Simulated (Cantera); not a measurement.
An adiabatic, constant-volume homogeneous reactor starts with CH4 : C2H6 : O2 : N2 = 1 : 0.13 : 2.64 : 9.93 (molar parts), equivalence ratio 0.93, at 1575 K and 0.720 bar.

Model: GRI-Mech 3.0 (53 species, 325 reactions), integrated in Cantera.

Task: Predict: time of steepest temperature rise; temperature at 7.00 s; equilibrium temperature; x(O2) at 7.00 s; x(H2O) at 7.00 s; x(HCN) at 7.00 s; x(CO2) at 7.00 s.

Result: time of steepest temperature rise: 0.146 ms
temperature at 7.00 s: 2873 K
equilibrium temperature: 2873 K
x(O2) at 7.00 s: 0.0286 (gas-phase equilibrium 0.0286)
x(H2O) at 7.00 s: 0.128 (gas-phase equilibrium 0.128)
x(HCN) at 7.00 s: 2.04e-9 (gas-phase equilibrium 2.04e-9)
x(CO2) at 7.00 s: 0.0428 (gas-phase equilibrium 0.0428)
